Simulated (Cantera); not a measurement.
A closed system holds: 1 mol TEOS, 7.9 mol NO, 5.9 mol N2, at 0.100 bar.

Points: T (K) = 525, 550, 575, 600, 625, 650, 675, 700, 725, 750, 775, 800.

Cantera's Mixture.equilibrate('TP', solver="vcs", rtol=1e-11, max_steps=5000) on the NASA tables stopped like this:

```
ERROR: FAILURE its = 5001!

*******************************************************************************
CanteraError thrown by MultiPhase::equilibrate:
VCS solver failed. Return code: -1
*******************************************************************************
```

### Question
What got this run through?

### Answer
Several could match; the one computed here: The failure is numerical, not chemical. The same input converged with solver="gibbs", rtol=1e-10, max_steps=50000, and the result passed a check of the equilibrium conditions:
```
log10 of partial pressures in bar; condensed amounts in mol
       T/K        N2        H2       H2O       CO2        CO       CH4     C(gr) SiO2(Lqz)
       525    -1.310    -2.535    -1.523    -2.016    -4.968    -2.075      4.37         1
       550    -1.313    -2.356    -1.545    -1.992    -4.563    -2.084     4.263         1
       575    -1.317    -2.197    -1.571    -1.969    -4.193    -2.106     4.184         1
       600    -1.323    -2.058    -1.602    -1.946    -3.854    -2.140     4.127         1
       625    -1.330    -1.937    -1.638    -1.926    -3.541    -2.189     4.081         1
       650    -1.338    -1.834    -1.681    -1.907    -3.253    -2.254      4.03         1
       675    -1.346    -1.748    -1.731    -1.892    -2.988    -2.333     3.952         1
       700    -1.356    -1.678    -1.790    -1.882    -2.744    -2.426     3.823         1
       725    -1.366    -1.621    -1.858    -1.880    -2.520    -2.532      3.62         1
       750    -1.377    -1.577    -1.936    -1.890    -2.318    -2.649      3.32         1
       775    -1.389    -1.543    -2.025    -1.916    -2.137    -2.775     2.903         1
       800    -1.402    -1.519    -2.128    -1.962    -1.978    -2.909     2.362         1
```

The gas is ideal and each condensed phase is pure. The feed counts by its element totals alone.
